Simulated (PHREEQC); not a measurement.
A solution holds 1 mmol/kgw NiSO4 and 0.066 mmol/kgw FeSO4, at 25 °C. Closed to the air; pH follows from the charge balance.

Model: ion-association model, wateq4f.dat, run in PHREEQC.

Each row changes one thing in this solution. No solid was allowed to form.

| case | pH | ionic strength (mol/kgw) | SO4-2 (mol/kgw) | Fe+2 (mol/kgw) | FeSO4 (mol/kgw) | FeOH+ (mol/kgw) | SI of Melanterite (FeSO4:7H2O) |
|---|---|---|---|---|---|---|---|
| as made | 6.47 | 0.00384 | 0.000961 | 5.99e-5 | 6.05e-6 | 4.65e-8 | -5.26 |
| temperature from 25 to 30 °C | 6.40 | 0.00383 | 0.000957 | 5.94e-5 | 6.52e-6 | 5.63e-8 | -5.32 |
| NiSO4 replaced by MnSO4 at the same molality | 6.70 | 0.00387 | 0.000968 | 5.98e-5 | 6.08e-6 | 7.80e-8 | -5.26 |
| NiSO4 left out | 6.77 | 0.000261 | 6.54e-5 | 6.52e-5 | 6.54e-7 | 1.15e-7 | -6.23 |
| FeSO4 from 6.6e-05 to 0.00066 mol/kgw | 6.34 | 0.00580 | 0.00145 | 0.000580 | 7.96e-5 | 3.17e-7 | -4.14 |

Species that the database lacks are ignored.
